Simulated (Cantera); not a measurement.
Cantera run:

```python
import numpy as np
import cantera as ct

gas_names = """
    Fe FeO Fe(OH)2 H HNO HNO2 HNO3 HO2 H2 H2O H2O2 N NH NH2 NH3 NH2OH NO NO2 NO3 N2 N2H2 N2H4 N2O O OH
    O2 O3
""".split()
cond_names = """
    Fe(a) Fe(c) Fe(d) Fe(L) FeO(s) FeO(L) Fe(OH)2(s) Fe(OH)3(s) Fe2O3(s) Fe3O4(s) H2O(s) H2O(L)
""".split()


# ... load() reads the species with a 1 bar reference pressure and builds the phases ...
atoms = {
    'Fe3O4': {'Fe': 3, 'O': 4},
    'H2': {'H': 2},
    'N2': {'N': 2},
}
top_T = {'Fe2O3(s)': 1830, 'Fe3O4(s)': 1870}  # K; cautious upper limits of use, not melting points


# ... equilibrate(T, P, feed) seeds the gas with the atoms and calls Mixture.equilibrate('TP', solver="vcs", rtol=1e-11, max_steps=5000) ...
results = []
feed = {'Fe3O4': 1, 'H2': 2, 'N2': 39}  # mol
P = 133.322  # Pa
for T in [1323, 1398, 1473, 1548, 1623, 1698, 1773, 1848, 1923, 1998, 2073, 2148]:
    mix = equilibrate(T, P, feed)
    results.append((T, P, feed, dict(zip(mix.species_names, mix.species_moles))))
    x = sorted(zip(gas.X, gas.species_names), reverse=True)
    print(f"T = {T:g} K  P = {P:g} Pa  gas = {mix.phase_moles(0):.4g} mol")
    print("   x: " + "  ".join(f"{s} {v:.3e}" for v, s in x if v > 0.0001))
    print("   condensed (mol): " + ("  ".join(f"{mix.phase(i).name} {mix.phase_moles(i):.4g}"
          for i in range(1, mix.n_phases) if mix.phase_moles(i) > 1e-12) or "none"))
```

Result:

```
T = 1323 K  P = 133.322 Pa  gas = 41 mol
   x: N2 9.512e-01  H2O 2.439e-02  H2 2.439e-02
   condensed (mol): FeO(s) 3
T = 1398 K  P = 133.322 Pa  gas = 41 mol
   x: N2 9.512e-01  H2O 2.439e-02  H2 2.438e-02
   condensed (mol): FeO(s) 3
T = 1473 K  P = 133.322 Pa  gas = 41 mol
   x: N2 9.512e-01  H2O 2.441e-02  H2 2.434e-02
   condensed (mol): FeO(s) 2.999
T = 1548 K  P = 133.322 Pa  gas = 41.01 mol
   x: N2 9.510e-01  H2O 2.451e-02  H2 2.419e-02  H 1.312e-04  Fe 1.306e-04
   condensed (mol): FeO(s) 2.995
T = 1623 K  P = 133.322 Pa  gas = 41.03 mol
   x: N2 9.505e-01  H2O 2.491e-02  H2 2.368e-02  Fe 5.559e-04  H 2.913e-04
   condensed (mol): FeO(s) 2.977
T = 1698 K  P = 133.322 Pa  gas = 41.09 mol
   x: N2 9.492e-01  H2O 2.612e-02  H2 2.224e-02  Fe 1.825e-03  H 5.906e-04
   condensed (mol): FeO(L) 2.924
T = 1773 K  P = 133.322 Pa  gas = 41.22 mol
   x: N2 9.462e-01  H2O 2.870e-02  H2 1.923e-02  Fe 4.563e-03  H 1.081e-03
   condensed (mol): FeO(L) 2.809
T = 1848 K  P = 133.322 Pa  gas = 41.42 mol
   x: N2 9.415e-01  H2O 3.255e-02  H2 1.470e-02  Fe 8.838e-03  H 1.761e-03  OH 2.867e-04  FeO 2.627e-04
   condensed (mol): FeO(L) 2.623
T = 1923 K  P = 133.322 Pa  gas = 41.71 mol
   x: N2 9.348e-01  H2O 3.633e-02  Fe 1.406e-02  H2 9.917e-03  H 2.569e-03  FeO 8.475e-04  OH 8.102e-04  O2 2.498e-04  NO 2.308e-04  O 1.567e-04
   condensed (mol): FeO(L) 2.378
T = 1998 K  P = 133.322 Pa  gas = 42.28 mol
   x: N2 9.219e-01  H2O 3.788e-02  Fe 2.188e-02  H2 6.602e-03  H 3.570e-03  FeO 2.491e-03  OH 2.038e-03  O2 1.994e-03  O 8.058e-04  NO 8.028e-04
   condensed (mol): FeO(L) 1.969
T = 2073 K  P = 133.322 Pa  gas = 43.84 mol
   x: N2 8.885e-01  Fe 4.037e-02  H2O 3.589e-02  O2 9.049e-03  FeO 6.739e-03  H 5.132e-03  H2 5.077e-03  OH 4.127e-03  O 2.994e-03  NO 2.049e-03
   condensed (mol): FeO(L) 0.9338
T = 2148 K  P = 133.322 Pa  gas = 45.43 mol
   x: N2 8.568e-01  Fe 5.709e-02  H2O 3.116e-02  O2 1.594e-02  FeO 8.930e-03  H 8.486e-03  O 6.668e-03  OH 6.159e-03  H2 5.527e-03  NO 3.214e-03
   condensed (mol): none
```

Method: chemical equilibrium by Gibbs-energy minimisation in Cantera with the NASA 1993 tables (ideal gas, pure condensed phases). The tables' stoichiometric FeO is somewhat more stable than real wüstite, so its field is too wide. FeO: taken at fixed stoichiometry.
